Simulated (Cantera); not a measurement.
A closed system holds: 1 mol S, 1.2 mol O2, equilibrated at 14.3 Torr.

These are equilibrium values from Cantera (NASA tables, ideal gas, pure condensed phases), not measurements of a reactor. Candidate condensed phases: S; 10 gas species. Equilibrium is a limit: real reactors are often held back by kinetics, nucleation or transport. All values below are at 850 °C.

Base state: SO2 0.820, O2 0.157, SO3 0.0225 (mole fractions); condensed: gas only.

### Question
What changes in the equilibrium state with this change: S replaced by HF?

### Answer
```csv
species,before,after
O2,0.157,0.545
HF,0,0.455
SO2,0.820,0
SO3,0.0225,0
```
Further candidate phases: H2O.

### Question
What changes in the equilibrium state with this change: pressure from 14.3 Torr to 1 atm?

### Answer
```csv
species,before,after
SO2,0.820,0.758
SO3,0.0225,0.129
O2,0.157,0.113
```
